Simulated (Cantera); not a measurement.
Cantera run, input and output.

```python
import numpy as np
import cantera as ct

gas = ct.Solution("h2o2.yaml")
gas.TPX = 1000, 510, {'H2': 0.39, 'O2': 1}
reactor = ct.IdealGasConstPressureReactor(gas, energy="off", clone=False)
net = ct.ReactorNet([reactor])
net.rtol, net.atol = 1e-08, 1e-18
show = ['H2', 'O2', 'HO2', 'H', 'H2O2']
times = np.geomspace(2e-06, 1, 12)

steps = ct.SolutionArray(gas, extra=["t"])
rows = []
print(f"{'t/s':>10s}{'T/K':>9s}{'P/Pa':>11s}" + "".join(f"{s:>11s}" for s in show))
for t in times:
    while net.time < t:
        t_next = net.step()
        steps.append(gas.state, t=t_next)
    rows.append([np.interp(t, steps.t, y) for y in (steps.T, steps.P, *steps(*show).X.T)])
    print(f"{t:10.3e}{rows[-1][0]:9.1f}{rows[-1][1]:11.4g}" + "".join(f"{x:11.3e}" for x in rows[-1][2:]))
rate = np.gradient(steps.T, steps.t)
print("integrator steps:", len(steps.t))
if steps.T.max() > steps.T[0] + 200:
    print(f"time of steepest temperature rise: {steps.t[rate.argmax()]:.4e} s")
gas.TPX = 1000, 510, {'H2': 0.39, 'O2': 1}
gas.equilibrate("TP")
print(f"equilibrium (TP): T = {gas.T:.1f} K  " + "  ".join(f"{s} {gas[s].X[0]:.3e}" for s in show))
```

Result:

```
       t/s      T/K       P/Pa         H2         O2        HO2          H       H2O2
 2.000e-06   1000.0        510  2.806e-01  7.194e-01  1.498e-12  1.495e-12  1.697e-18
 6.594e-06   1000.0        510  2.806e-01  7.194e-01  4.940e-12  4.907e-12  1.807e-17
 2.174e-05   1000.0        510  2.806e-01  7.194e-01  1.629e-11  1.597e-11  1.946e-16
 7.166e-05   1000.0        510  2.806e-01  7.194e-01  5.371e-11  5.160e-11  2.116e-15
 2.363e-04   1000.0        510  2.806e-01  7.194e-01  1.773e-10  1.794e-10  2.301e-14
 7.789e-04   1000.0        510  2.806e-01  7.194e-01  5.875e-10  1.079e-09  2.507e-13
 2.568e-03   1000.0        510  2.806e-01  7.194e-01  2.351e-09  7.507e-08  2.908e-12
 8.465e-03   1000.0        510  2.180e-01  6.904e-01  3.138e-06  3.317e-02  8.100e-08
 2.791e-02   1000.0        510  1.079e-02  6.266e-01  6.951e-06  6.684e-02  1.303e-07
 9.201e-02   1000.0        510  1.950e-03  6.674e-01  6.956e-06  4.036e-03  2.543e-07
 3.033e-01   1000.0        510  9.797e-05  6.732e-01  2.175e-06  4.002e-05  1.832e-07
 1.000e+00   1000.0        510  7.444e-06  6.736e-01  3.196e-07  9.571e-07  6.574e-08
integrator steps: 1553
equilibrium (TP): T = 1000.0 K  H2 4.898e-10  O2 6.736e-01  HO2 1.077e-09  H 7.080e-13  H2O2 5.387e-11
```

Computed with Cantera and the H2/O2 subset of GRI-Mech 3.0, which has no nitrogen chemistry. Radical loss at walls, strong at low pressure, is not modelled. The temperature is held fixed by assumption; the heat of reaction is taken as removed at once.
